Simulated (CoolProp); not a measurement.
The numbers come from the reference Helmholtz-energy equation of state, Thol 2018 in CoolProp.

**Question.** Give the vapour pressure (kPa), liquid density (kg/m³), enthalpy of vaporisation (kJ/kg), vapour Z of saturated hydrogen chloride at -61.95, -42.45, -28.65 °C.

**Answer.** 
| T (°C) | p (kPa) | liquid density (kg/m³) | enthalpy of vaporisation (kJ/kg) | vapour Z |
|---|---|---|---|---|
| -61.95 | 321 | 1130 | 417 | 0.936 |
| -42.45 | 701 | 1070 | 391 | 0.893 |
| -28.65 | 1130 | 1030 | 369 | 0.854 |
